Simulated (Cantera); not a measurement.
Input: 1 mol Si3N4, 2.8 mol CO2, 1.3 mol H2, equilibrated at 0.00110 bar.

Method: chemical equilibrium by Gibbs-energy minimisation in Cantera with the NASA 1993 tables (ideal gas, pure condensed phases). Candidate condensed phases: C, C6H6, C7H8, C8H18, H2O, Si, SiC, SiO2, Si2N2O, Si3N4; 151 gas species. Mutual solubility and eutectic melting of coexisting phases are not modelled. The tables hold silica as quartz up to 1696 K and as liquid above; real silica turns to tridymite and cristobalite and melts near 1996 K. Rates play no part.

**Question.** What share of the Si ends up in condensed phases as a function of T (°C), at 1175, 1200, 1225, 1250, 1275, 1300, 1325, 1350, 1375, 1400, 1425, 1450, 1475?

**Answer.** 
```csv
T (°C),Si condensed (%),as
1175,98.6,SiO2(β-quartz) + Si2N2O(s)
1200,97.2,SiO2(β-quartz) + Si2N2O(s)
1225,94.3,SiO2(β-quartz) + Si2N2O(s)
1250,88.6,SiO2(β-quartz) + Si2N2O(s)
1275,76.7,SiO2(β-quartz) + Si2N2O(s)
1300,49.6,SiO2(β-quartz) + Si2N2O(s)
1325,13.3,Si2N2O(s)
1350,13.3,Si2N2O(s)
1375,13.3,Si2N2O(s)
1400,3.3,SiC(s)
1425,3.3,SiC(s)
1450,3.3,SiC(s)
1475,3.3,SiC(s)
```
